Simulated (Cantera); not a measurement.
Thermodynamics of chlorosilane synthesis and conversion, feed Si + Cl2 + H2

Feed: 1 mol Si, 1 mol Cl2, 2.6 mol H2, at 3.50 bar.

These are equilibrium values from Cantera (NASA tables, ideal gas, pure condensed phases), not measurements of a reactor. Candidate condensed phases: Si; 19 gas species. The tables' values for SiCl3 are old estimates; treat these amounts as uncertain. Rates play no part.

| T (°C) | x H2 | x SiCl4 | x SiHCl3 | x HCl | x SiH2Cl2 | n Si(s) |
|---|---|---|---|---|---|---|
| 252 | 0.811 | 0.0977 | 0.0878 | 3.26e-6 | 0.00302 | 0.429 |
| 302 | 0.812 | 0.0987 | 0.0862 | 1.38e-5 | 0.00347 | 0.429 |
| 352 | 0.812 | 0.0997 | 0.0845 | 4.63e-5 | 0.00387 | 0.430 |
| 402 | 0.812 | 0.101 | 0.0829 | 0.000129 | 0.00423 | 0.431 |
| 452 | 0.812 | 0.102 | 0.0814 | 0.000313 | 0.00454 | 0.432 |
| 502 | 0.812 | 0.102 | 0.0799 | 0.000673 | 0.00481 | 0.432 |
| 552 | 0.812 | 0.103 | 0.0785 | 0.00132 | 0.00505 | 0.434 |
| 602 | 0.811 | 0.104 | 0.0771 | 0.00238 | 0.00525 | 0.435 |
| 652 | 0.811 | 0.104 | 0.0758 | 0.00404 | 0.00543 | 0.437 |
| 702 | 0.809 | 0.104 | 0.0743 | 0.00646 | 0.00557 | 0.439 |
| 752 | 0.807 | 0.103 | 0.0728 | 0.00985 | 0.00569 | 0.442 |
| 802 | 0.804 | 0.103 | 0.0711 | 0.0144 | 0.00577 | 0.446 |
x: gas mole fraction; n: condensed amount in mol.

From 252 °C to 802 °C the condensed part is Si(s). The main Si-bearing gas is SiCl4 throughout.
